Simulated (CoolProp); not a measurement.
Vapour-liquid equilibrium of dimethyl ether (1) + R236EA (2) at 286.9 K; x and y are mole fractions of (1).

The numbers come from the multi-fluid Helmholtz-energy mixture model, Wu 2011 and Rui 2013; pair parameters Bell 2016 in CoolProp.

```csv
x,"bubble pressure, mixture model (kPa)","bubble pressure, Raoult's law (kPa)","y, mixture model","y, Raoult's law"
0.05,138.1,150.8,0.060,0.139
0.2,145.8,193.4,0.263,0.435
0.35,162.7,236.1,0.495,0.624
0.5,195.8,278.7,0.714,0.755
0.65,249.8,321.3,0.871,0.851
0.8,321.9,363.9,0.957,0.925
0.95,398.2,406.5,0.994,0.983
```

The largest gap from Raoult's law is -31.1 % in bubble pressure, at x = 0.35. No azeotrope shows between x = 0.05 and 0.95.

The pair parameters rest on a limited set of measurements; away from them the model extrapolates.
